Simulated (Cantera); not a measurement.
## C₂H₆ + H₂ + CO₂ (carbon deposition, reforming and gasification)

Input: 1 mol C₂H₆, 0.39 mol H₂, 1.9 mol CO₂, at 7.50 Torr.

Equilibrium computed with Cantera from the NASA thermochemical tables; the gas is ideal and each condensed phase is pure. Candidate condensed phases: C, C₆H₆, C₇H₈, C₈H₁₈, H₂O; 131 gas species. Ions and electrons are included (thermal ionisation). Equilibrium is a limit: real reactors are often held back by kinetics, nucleation or transport.

```tsv
T (K)	x H	x CO	x H₂	x C	x O	n C(graphite)
2000	0.0111	0.526	0.463	3.04e-9	1.19e-11	0.0948
2500	0.150	0.489	0.357	1.66e-5	1.02e-9	0.0362
3000	0.500	0.394	0.100	0.00185	4.83e-8	0
3500	0.620	0.360	0.0110	0.00862	5.07e-6	0
4000	0.632	0.356	0.00157	0.00981	0.000496	0
4500	0.628	0.343	0.000330	0.0191	0.00981	0
5000	0.602	0.287	8.77e-5	0.0594	0.0507	0
```
x: gas mole fraction; n: condensed amount in mol.

From 2000 K to 2500 K the condensed part is C(graphite). From 3000 K to 5000 K nothing is condensed. The main C-bearing gas is CO throughout.
